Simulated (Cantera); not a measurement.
## Premixed flame

A freely propagating, adiabatic, planar premixed flame of CO : H2 : O2 : N2 : CO2 = 1 : 0.54 : 0.55 : 2.07 : 0.39 (molar parts), equivalence ratio 1.4, unburnt at 475 K and 1000000 Pa; mixture-averaged transport, grid criteria slope 0.08 and curve 0.16, no radiation.

Model: GRI-Mech 3.0 (53 species, 325 reactions), integrated in Cantera. The hydrogen kinetics of GRI-Mech 3.0 are dated; newer H2 mechanisms differ, most at raised pressure. Burning velocities carry a grid error of a few per cent, more on coarse grids.

```
z (mm)    T (K)  u (m/s)    x CO     x H2     x O2     x NO     x HO2       x O
--------  -----  -------  ------  -------  -------  -------  --------  --------
-0.118      475     1.08   0.220    0.118    0.121    <1e-8   1.10e-8     <1e-8
-0.0785     475     1.08   0.221    0.115    0.121    <1e-8   2.12e-7     <1e-8
-0.0589     477     1.07   0.222    0.111    0.122    <1e-8   1.46e-6     <1e-8
-0.0393     492     1.10   0.224    0.100    0.123    <1e-8   1.87e-5   2.47e-8
-0.0196     655     1.42   0.224   0.0718    0.119  1.69e-7  0.000405   3.87e-6
-0.00982   1005     2.15   0.211   0.0493   0.0994  1.23e-6  0.000781  0.000166
0          1426     3.00   0.185   0.0280   0.0669  3.72e-6  0.000338   0.00144
0.00982    1703     3.53   0.158   0.0154   0.0390  7.66e-6  0.000137   0.00277
0.0196     1861     3.81   0.138   0.0112   0.0239  1.17e-5   6.57e-5   0.00289
0.0393     2017     4.08   0.119   0.0102   0.0124  1.78e-5   2.59e-5   0.00207
0.0785     2134     4.28   0.107  0.00974  0.00621  2.40e-5   9.87e-6   0.00104
0.157      2206     4.40   0.102  0.00909  0.00277  2.91e-5   3.42e-6  0.000418
0.314      2244     4.47  0.0986  0.00872  0.00103  3.28e-5   9.89e-7  0.000145
```
x: mole fraction of selected species; z is measured from the peak of heat release.

| Property | Value |
|---|---|
| laminar burning velocity | 108 cm/s |
| thermal thickness | 0.0393 mm |
| peak x(HO2) | 0.000829 |
| peak x(O) | 0.00295 |
| grid points | 112 |
